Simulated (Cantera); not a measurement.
**Adiabatic ignition**

An adiabatic, constant-pressure homogeneous reactor starts with CO : H2 : O2 : N2 = 1 : 0.69 : 1.92 : 7.22 (molar parts), equivalence ratio 0.44, at 1425 K and 500000 Pa.

Model: GRI-Mech 3.0 (53 species, 325 reactions), integrated in Cantera. The hydrogen kinetics of GRI-Mech 3.0 are dated; newer H2 mechanisms differ, most at raised pressure.

```json
[
 {"t (s)": "4.00e-6", "T (K)": "1429", "x CO": "0.0922", "x H2": "0.0617", "x O2": "0.176", "x N2O": "3.13e-9", "x O": "0.000438"},
 {"t (s)": "8.62e-6", "T (K)": "1893", "x CO": "0.0620", "x H2": "0.00314", "x O2": "0.126", "x N2O": "1.19e-6", "x O": "0.0160"},
 {"t (s)": "1.86e-5", "T (K)": "2245", "x CO": "0.0240", "x H2": "0.00238", "x O2": "0.111", "x N2O": "1.77e-6", "x O": "0.0107"},
 {"t (s)": "4.00e-5", "T (K)": "2417", "x CO": "0.0111", "x H2": "0.00110", "x O2": "0.108", "x N2O": "2.06e-6", "x O": "0.00454"},
 {"t (s)": "8.62e-5", "T (K)": "2483", "x CO": "0.00566", "x H2": "0.000597", "x O2": "0.107", "x N2O": "1.77e-6", "x O": "0.00239"},
 {"t (s)": "0.000186", "T (K)": "2494", "x CO": "0.00469", "x H2": "0.000518", "x O2": "0.107", "x N2O": "1.66e-6", "x O": "0.00208"},
 {"t (s)": "0.000400", "T (K)": "2494", "x CO": "0.00466", "x H2": "0.000516", "x O2": "0.107", "x N2O": "1.66e-6", "x O": "0.00206"},
 {"t (s)": "0.000862", "T (K)": "2492", "x CO": "0.00463", "x H2": "0.000513", "x O2": "0.106", "x N2O": "1.65e-6", "x O": "0.00204"},
 {"t (s)": "0.00186", "T (K)": "2489", "x CO": "0.00458", "x H2": "0.000508", "x O2": "0.105", "x N2O": "1.65e-6", "x O": "0.00200"},
 {"t (s)": "0.00400", "T (K)": "2484", "x CO": "0.00449", "x H2": "0.000499", "x O2": "0.104", "x N2O": "1.65e-6", "x O": "0.00193"},
 {"t (s)": "0.00862", "T (K)": "2477", "x CO": "0.00437", "x H2": "0.000487", "x O2": "0.102", "x N2O": "1.67e-6", "x O": "0.00185"},
 {"t (s)": "0.0186", "T (K)": "2472", "x CO": "0.00429", "x H2": "0.000479", "x O2": "0.100", "x N2O": "1.69e-6", "x O": "0.00179"},
 {"t (s)": "0.0400", "T (K)": "2470", "x CO": "0.00427", "x H2": "0.000478", "x O2": "0.1000", "x N2O": "1.69e-6", "x O": "0.00178"},
 {"t (s)": "0.0862", "T (K)": "2470", "x CO": "0.00427", "x H2": "0.000478", "x O2": "0.1000", "x N2O": "1.69e-6", "x O": "0.00178"},
 {"t (s)": "0.186", "T (K)": "2470", "x CO": "0.00427", "x H2": "0.000478", "x O2": "0.1000", "x N2O": "1.69e-6", "x O": "0.00178"},
 {"t (s)": "0.400", "T (K)": "2470", "x CO": "0.00427", "x H2": "0.000478", "x O2": "0.1000", "x N2O": "1.69e-6", "x O": "0.00178"}
]
```
x: mole fraction; the columns are a selection and need not sum to one.

| Property | Value |
|---|---|
| time of steepest temperature rise | 5.76 µs |
| temperature at 0.400 s | 2470 K |
| equilibrium temperature | 2470 K |
| x(CO) at 0.400 s | 0.00427 (gas-phase equilibrium 0.00427) |
| x(H2) at 0.400 s | 0.000478 (gas-phase equilibrium 0.000478) |
| x(O2) at 0.400 s | 0.1000 (gas-phase equilibrium 0.1000) |
